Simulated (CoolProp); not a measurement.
Vapour-liquid equilibrium of m-xylene (1) + n-decane (2) at 244.45 °C; x and y are mole fractions of (1).

Values from CoolProp's multi-fluid Helmholtz-energy mixture model, Zhou 2012 and Lemmon 2006; pair parameters Bell 2016.

Q: Give the bubble pressure and the first vapour's composition at x = 0.5, 0.575, 0.95. Is there an azeotrope?

A: x = 0.5: 0.6739 MPa, y = 0.627; x = 0.575: 0.7068 MPa, y = 0.694; x = 0.95: 0.8785 MPa, y = 0.970. No azeotrope shows between x = 0.05 and 0.95.

The pair parameters rest on a limited set of measurements; away from them the model extrapolates.
